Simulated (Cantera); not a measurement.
Input: 1 mol Si₃N₄, 5.7 mol NF₃, 16 mol H₂, 15 mol H₂O, held at 1.00 bar.

Equilibrium computed with Cantera from the NASA thermochemical tables; the gas is ideal and each condensed phase is pure. Candidate condensed phases: H₂O, Si, SiO₂, Si₂N₂O, Si₃N₄; 58 gas species. The tables' values for SiF₃ are old estimates; treat these amounts as uncertain. The tables hold silica as quartz up to 1696 K and as liquid above; real silica turns to tridymite and cristobalite and melts near 1996 K. Gases not in the tables: Si(OH)₄. Rates play no part.

x: gas mole fraction; n: condensed amount in mol.

```
T (K)   x HF  x H₂O   x H₂   x N₂   x SiF₄  n SiO₂(β-quartz)  n SiO₂(condensed)
-----  -----  -----  -----  -----  -------  ----------------  -----------------
798    0.123  0.362  0.325  0.117   0.0725                 0                  0
873    0.131  0.357  0.324  0.117   0.0702            0.0879                  0
948    0.165  0.337  0.321  0.116   0.0609             0.452                  0
1023   0.198  0.317  0.319  0.115   0.0519             0.811                  0
1098   0.228  0.298  0.316  0.114   0.0434              1.15                  0
1173   0.255  0.282  0.314  0.113   0.0359              1.46                  0
1248   0.279  0.267  0.312  0.112        ?                 ?                  0
1323   0.300  0.255  0.310  0.112   0.0235              1.98                  0
1398   0.317  0.244  0.309  0.111   0.0188              2.18                  0
1473   0.331  0.235  0.307  0.111   0.0149              2.35                  0
1548   0.343  0.229  0.306  0.111   0.0117              2.49                  0
1623   0.352  0.223  0.306  0.110        ?              2.59                  0
1698   0.359  0.219  0.305  0.110  0.00721                 0               2.68
1773   0.365  0.215  0.304  0.110  0.00557                 0               2.75
```

Task: Some entries are withheld; supply them.

Result: 
- 1623, x SiF₄: 0.00919
- 1248, x SiF₄: 0.0292
- 1248, n SiO₂(β-quartz): 1.74
